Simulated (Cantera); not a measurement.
Cantera run, input and output.

```python
import numpy as np
import cantera as ct

gas = ct.Solution("gri30.yaml")
gas.TPX = 1498, 1333, {'CH4': 1, 'H2': 1.5}
reactor = ct.IdealGasConstPressureReactor(gas, energy="off", clone=False)
net = ct.ReactorNet([reactor])
net.rtol, net.atol = 1e-08, 1e-18
show = ['CH4', 'H2', 'C2H4', 'C2H2', 'CH2']
times = np.geomspace(0.0002, 10, 13)

steps = ct.SolutionArray(gas, extra=["t"])
rows = []
print(f"{'t/s':>10s}{'T/K':>9s}{'P/Pa':>11s}" + "".join(f"{s:>11s}" for s in show))
for t in times:
    while net.time < t:
        t_next = net.step()
        steps.append(gas.state, t=t_next)
    rows.append([np.interp(t, steps.t, y) for y in (steps.T, steps.P, *steps(*show).X.T)])
    print(f"{t:10.3e}{rows[-1][0]:9.1f}{rows[-1][1]:11.4g}" + "".join(f"{x:11.3e}" for x in rows[-1][2:]))
rate = np.gradient(steps.T, steps.t)
print("integrator steps:", len(steps.t))
if steps.T.max() > steps.T[0] + 200:
    print(f"time of steepest temperature rise: {steps.t[rate.argmax()]:.4e} s")
gas.TPX = 1498, 1333, {'CH4': 1, 'H2': 1.5}
gas.equilibrate("TP")
print(f"equilibrium (TP): T = {gas.T:.1f} K  " + "  ".join(f"{s} {gas[s].X[0]:.3e}" for s in show))
```

Output:

```
       t/s      T/K       P/Pa        CH4         H2       C2H4       C2H2        CH2
 2.000e-04   1498.0       1333  4.000e-01  6.000e-01  2.819e-12  1.594e-16  1.424e-13
 4.927e-04   1498.0       1333  4.000e-01  6.000e-01  5.878e-11  8.824e-15  1.064e-12
 1.214e-03   1498.0       1333  4.000e-01  6.000e-01  1.027e-09  4.079e-13  7.095e-12
 2.991e-03   1498.0       1333  4.000e-01  6.000e-01  1.631e-08  1.729e-11  4.453e-11
 7.368e-03   1498.0       1333  3.999e-01  6.000e-01  2.480e-07  7.469e-10  2.696e-10
 1.815e-02   1498.0       1333  3.998e-01  6.000e-01  3.662e-06  3.572e-08  1.543e-09
 4.472e-02   1498.0       1333  3.995e-01  6.001e-01  5.032e-05  1.884e-06  7.628e-09
 1.102e-01   1498.0       1333  3.978e-01  6.010e-01  5.063e-04  8.340e-05  2.491e-08
 2.714e-01   1498.0       1333  3.905e-01  6.054e-01  1.912e-03  1.417e-03  3.438e-08
 6.687e-01   1498.0       1333  3.714e-01  6.176e-01  2.554e-03  7.712e-03  3.339e-08
 1.648e+00   1498.0       1333  3.305e-01  6.440e-01  2.158e-03  2.267e-02  3.109e-08
 4.059e+00   1498.0       1333  2.584e-01  6.905e-01  1.485e-03  4.908e-02  2.705e-08
 1.000e+01   1498.0       1333  1.623e-01  7.524e-01  8.485e-04  8.402e-02  2.138e-08
integrator steps: 610
equilibrium (TP): T = 1498.0 K  CH4 3.425e-03  H2 8.547e-01  C2H4 4.627e-04  C2H2 1.412e-01  CH2 1.504e-09
```

Computed with Cantera and GRI-Mech 3.0 (53 species, 325 reactions). GRI-Mech 3.0 stops at C3 and has no aromatics, soot or wall deposition, so with more carbon than oxygen in the feed, carbon stays in small species such as C2H2 where larger ones or solid carbon would form. Radical loss at walls, strong at low pressure, is not modelled.
